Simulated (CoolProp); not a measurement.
Vapour pressure (MPa) of octamethyltrisiloxane (MDM): the reference equation beside estimates from Tc = 565.4 K, pc = 1.438 MPa, ω = 0.528. Clausius-Clapeyron is anchored at 309.4 K with a constant enthalpy of vaporisation of 47.28 kJ/mol.

Computed with CoolProp (reference Helmholtz-energy equation of state, Thol 2017).

```json
[
 {"T (K)": "266.3", "reference": "4.494e-5", "Lee-Kesler": "5.244e-5", "Clausius-Clapeyron": "5.147e-5", "Soave-Redlich-Kwong": "?", "Peng-Robinson": "6.375e-5"},
 {"T (K)": "287.9", "reference": "0.0002475", "Lee-Kesler": "0.0002698", "Clausius-Clapeyron": "0.0002555", "Soave-Redlich-Kwong": "0.0002719", "Peng-Robinson": "0.0003116"},
 {"T (K)": "309.4", "reference": "0.001008", "Lee-Kesler": "0.001052", "Clausius-Clapeyron": "0.001008", "Soave-Redlich-Kwong": "0.001058", "Peng-Robinson": "0.001166"},
 {"T (K)": "330.9", "reference": "0.003262", "Lee-Kesler": "0.003316", "Clausius-Clapeyron": "0.003328", "Soave-Redlich-Kwong": "0.003328", "Peng-Robinson": "0.003558"},
 {"T (K)": "352.4", "reference": "0.008797", "Lee-Kesler": "0.008814", "Clausius-Clapeyron": "0.009495", "Soave-Redlich-Kwong": "0.008824", "Peng-Robinson": "0.009217"},
 {"T (K)": "374", "reference": "0.02058", "Lee-Kesler": "0.02047", "Clausius-Clapeyron": "0.02411", "Soave-Redlich-Kwong": "0.02046", "Peng-Robinson": "0.02099"},
 {"T (K)": "395.5", "reference": "0.04265", "Lee-Kesler": "0.04228", "Clausius-Clapeyron": "0.05511", "Soave-Redlich-Kwong": "0.04227", "Peng-Robinson": "?"},
 {"T (K)": "417", "reference": "0.08037", "Lee-Kesler": "0.07959", "Clausius-Clapeyron": "0.1157", "Soave-Redlich-Kwong": "0.07972", "Peng-Robinson": "0.07992"},
 {"T (K)": "438.5", "reference": "0.1402", "Lee-Kesler": "0.1388", "Clausius-Clapeyron": "0.2257", "Soave-Redlich-Kwong": "0.1395", "Peng-Robinson": "0.1389"},
 {"T (K)": "460.1", "reference": "0.2300", "Lee-Kesler": "0.2278", "Clausius-Clapeyron": "?", "Soave-Redlich-Kwong": "0.2301", "Peng-Robinson": "?"}
]
```

What belongs in the gaps?


- 266.3, Soave-Redlich-Kwong: 5.285e-5
- 395.5, Peng-Robinson: 0.04279
- 460.1, Clausius-Clapeyron: 0.4150
- 460.1, Peng-Robinson: 0.2281

Absolute difference from the reference over all 10 rows, mean and median: Lee-Kesler 3.6 and 1.0 %, Clausius-Clapeyron 25.9 and 15.8 %, Soave-Redlich-Kwong 3.8 and 0.8 %, Peng-Robinson 10.2 and 3.4 %.
